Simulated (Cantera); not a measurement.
Charge: 1 mol N2O, 0.047 mol H2, held at 2950 K and 0.300 bar.

Cantera equilibrium calculation (NASA polynomials, part measured and part estimated; ideal gas, pure solids and liquids). Candidate condensed phases: H2O; 24 gas species. Rates play no part.

**Question.** What is the equilibrium state?

**Answer.** 
| Quantity | Result |
|---|---|
| x(N2) | 0.599 |
| x(O2) | 0.231 |
| x(O) | 0.0834 |
| x(NO) | 0.0410 |
| x(OH) | 0.0222 |
| x(H2O) | 0.0114 |
| x(H) | 0.00998 |
| x(H2) | 0.00164 |
| x(NO2) | 1.42e-5 |
| gas amount | 1.613 mol |
